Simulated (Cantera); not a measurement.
What does this Cantera script print?

```python
import numpy as np
import cantera as ct

gas_names = """
    H HO2 H2 H2O H2O2 O OH O2 O3 V VO VO2
""".split()
cond_names = """
    H2O(s) H2O(L) V(cr) V(L) VO(s) VO(L) V2O3(s) V2O3(L) V2O4(I) V2O4(II) V2O4(L) V2O5(s) V2O5(L)
""".split()


# ... load() reads the species with a 1 bar reference pressure and builds the phases ...
atoms = {
    'V2O5': {'V': 2, 'O': 5},
    'H2': {'H': 2},
}
top_T = {}  # K; cautious upper limits of use, not melting points


# ... equilibrate(T, P, feed) seeds the gas with the atoms and calls Mixture.equilibrate('TP', solver="vcs", rtol=1e-11, max_steps=5000) ...
results = []
feed = {'V2O5': 1, 'H2': 550}  # mol
P = 24000  # Pa
for T in [1048, 1098, 1148, 1198, 1248, 1298, 1348, 1398, 1448, 1498, 1548, 1598]:
    mix = equilibrate(T, P, feed)
    results.append((T, P, feed, dict(zip(mix.species_names, mix.species_moles))))

top = {s: max(r[3][s] / sum(r[3][g] for g in gas_names) for r in results) for s in gas_names}
cols = sorted((s for s in top if top[s] > 0.0001), key=lambda s: -top[s])[:5]
seen = [c for c in cond_names if any(r[3].get(c, 0) > 1e-12 for r in results)]
print("log10 of partial pressures in bar; condensed amounts in mol")
print(f"{'T/K':>10s}" + "".join(f"{s[:9]:>10s}" for s in cols + seen))
for T, P, feed, n in results:
    ng = sum(n[g] for g in gas_names)
    print(f"{T:10.4g}" + "".join(f"{np.log10(max(n[s] / ng * P / 1e5, 1e-99)):10.3f}" for s in cols)
          + "".join(f"{n.get(c, 0):10.4g}" for c in seen))
```

Result:

```
log10 of partial pressures in bar; condensed amounts in mol
       T/K        H2       H2O         H     VO(s)   V2O3(s)
      1048    -0.621    -3.059    -8.423         0         1
      1098    -0.621    -3.059    -7.917         0         1
      1148    -0.621    -3.059    -7.456         0         1
      1198    -0.621    -3.059    -7.032         0         1
      1248    -0.621    -3.059    -6.641         0         1
      1298    -0.621    -3.059    -6.281         0         1
      1348    -0.621    -3.059    -5.946         0         1
      1398    -0.621    -3.059    -5.636         0         1
      1448    -0.621    -3.059    -5.346         0         1
      1498    -0.621    -3.059    -5.076         0         1
      1548    -0.622    -2.947    -4.822     1.175    0.4124
      1598    -0.622    -2.883    -4.585         2         0
```

These are equilibrium values from Cantera (NASA tables, ideal gas, pure condensed phases), not measurements of a reactor. Mutual solubility and eutectic melting of coexisting phases are not modelled. VO: taken at fixed stoichiometry. Condensed phases not in the tables: the oxides between V2O3 and V2O5 other than VO2.
